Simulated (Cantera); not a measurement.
Cantera run, input and output.

```python
import numpy as np
import cantera as ct

surf = ct.Interface("ptcombust.yaml", "Pt_surf")
gas = surf.adjacent["gas"]
gas.TPX = 300, 6000, {'CH4': 0.017, 'O2': 0.063, 'N2': 0.79}
jet = ct.ImpingingJet(gas=gas, width=0.044, surface=surf)
jet.inlet.mdot, jet.inlet.T, jet.inlet.X = 0.15, 300, {'CH4': 0.017, 'O2': 0.063, 'N2': 0.79}
jet.set_refine_criteria(ratio=10, slope=0.2, curve=0.3)
show, cover = ['CH4', 'O2', 'H2O', 'OH', 'CO', 'CO2'], ["PT(S)", "H(S)", "O(S)", "OH(S)", "CO(S)", "C(S)"]

rows = []
print(f"{'Ts/K':>7s}" + "".join(f"{s:>11s}" for s in show + cover) + "   (gas at the wall, coverages)")
for i, Ts in enumerate([900, 950, 1000, 1050, 1100]):
    jet.surface.T = Ts
    if i == 0:
        surf.TP = Ts, 6000
        surf.coverages = "PT(S):0.5, O(S):0.5"
        surf.advance_coverages(1.0)
        jet.set_initial_guess(products="inlet")
    jet.solve(loglevel=0, auto=(i == 0))
    rows.append([*(jet.X[gas.species_index(s), -1] for s in show), *surf[cover].coverages])
    print(f"{Ts:7g}" + "".join(f"{x:11.3e}" for x in rows[-1]))
```

It prints:

```
   Ts/K        CH4         O2        H2O         OH         CO        CO2      PT(S)       H(S)       O(S)      OH(S)      CO(S)       C(S)   (gas at the wall, coverages)
    900  1.448e-02  6.168e-02  9.434e-03  2.104e-08  6.295e-06  6.181e-03  2.532e-01  5.745e-08  7.461e-01  6.924e-04  8.281e-06  2.947e-08
    950  1.205e-02  5.652e-02  1.393e-02  7.005e-08  7.347e-06  9.143e-03  3.297e-01  1.459e-07  6.695e-01  7.417e-04  6.557e-06  3.139e-08
   1000  9.866e-03  5.190e-02  1.795e-02  1.956e-07  8.266e-06  1.180e-02  4.073e-01  3.135e-07  5.920e-01  7.318e-04  4.948e-06  3.094e-08
   1050  8.106e-03  4.818e-02  2.117e-02  4.803e-07  9.229e-06  1.394e-02  4.828e-01  5.951e-07  5.165e-01  6.836e-04  3.687e-06  2.935e-08
   1100  6.758e-03  4.535e-02  2.361e-02  1.058e-06  1.038e-05  1.556e-02  5.548e-01  1.035e-06  4.446e-01  6.162e-04  2.780e-06  2.758e-08
```

Computed with Cantera and Deutschmann's 1995 Pt surface mechanism with GRI-Mech 3.0 gas chemistry. Catalytic surfaces can have several steady states; this one follows from the mechanism file's or the stated starting coverage.
